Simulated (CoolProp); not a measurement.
Saturation properties of dimethyl carbonate (Tc = 557.0 K, pc = 49.09 bar, ω = 0.346).

Computed with CoolProp (reference Helmholtz-energy equation of state, Zhou 2011).

| T (K) | p (bar) | liquid density (kg/m³) | vapour density (kg/m³) | liquid cp (kJ/(kg K)) |
|---|---|---|---|---|
| 369.1 | ? | 965.6 | 3.693 | 1.973 |
| 385.3 | 1.951 | 941.9 | 5.755 | 2.017 |
| 401.6 | 3.001 | 917.1 | 8.648 | 2.064 |
| 417.8 | 4.431 | 891.6 | 12.55 | 2.115 |
| 434 | 6.332 | 864.9 | ? | 2.171 |
| 450.3 | 8.816 | 836.5 | 24.65 | 2.235 |
| 466.5 | ? | ? | 33.63 | 2.312 |
| 482.7 | 15.88 | 773.7 | ? | 2.411 |
| 498.9 | ? | 737.2 | 61.26 | 2.554 |

Task: Some entries are withheld; supply them.

Result: 
- 369.1, p (bar): 1.216
- 434, vapour density (kg/m³): 17.75
- 466.5, p (bar): 11.95
- 466.5, liquid density (kg/m³): 806.4
- 482.7, vapour density (kg/m³): 45.44
- 498.9, p (bar): 20.73

It boils at 363.3 K under 1 atm.
